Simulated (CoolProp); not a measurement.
Saturated liquid density (kg/m³) of CF4 (R14): the reference equation beside estimates from Tc = 227.4 K, pc = 3.762 MPa, ω = 0.178. Rackett uses Z = 0.29056 − 0.08775 ω.

Computed with CoolProp (reference Helmholtz-energy equation of state, Platzer 1990). This equation is an older, rougher fit; its heat capacities, sound speeds and derivatives of the liquid may be far off and weren't checked against measurements.

| T (K) | reference | Rackett | van der Waals | Redlich-Kwong | Soave-Redlich-Kwong | Peng-Robinson |
|---|---|---|---|---|---|---|
| 134.3 | 1660 | 1733 | 1086 | (withheld) | 1629 | 1838 |
| 141.9 | 1620 | 1692 | 1062 | 1558 | 1589 | (withheld) |
| 149.6 | 1579 | 1648 | 1035 | 1512 | 1546 | 1748 |
| 157.3 | 1536 | 1603 | 1007 | (withheld) | (withheld) | 1697 |
| 164.9 | (withheld) | (withheld) | 977.1 | 1409 | 1448 | 1641 |
| 172.6 | 1445 | 1505 | 945.0 | 1352 | 1393 | 1579 |
| 180.3 | 1395 | 1452 | 910.3 | (withheld) | 1331 | 1510 |
| 187.9 | 1341 | 1394 | 872.8 | (withheld) | 1264 | 1434 |
| 195.6 | 1281 | 1330 | 830.8 | 1146 | 1187 | 1346 |

Question: What belongs in the gaps?

Answer: 
- 134.3, Redlich-Kwong: 1601
- 141.9, Peng-Robinson: 1795
- 157.3, Redlich-Kwong: 1462
- 157.3, Soave-Redlich-Kwong: 1499
- 164.9, reference: 1492
- 164.9, Rackett: 1556
- 180.3, Redlich-Kwong: 1289
- 187.9, Redlich-Kwong: 1222

Absolute difference from the reference over all 9 rows, mean and median: Rackett 4.2 and 4.3 %, van der Waals 34.6 and 34.6 %, Redlich-Kwong 6.2 and 5.6 %, Soave-Redlich-Kwong 3.6 and 2.9 %, Peng-Robinson 9.1 and 10.0 %.
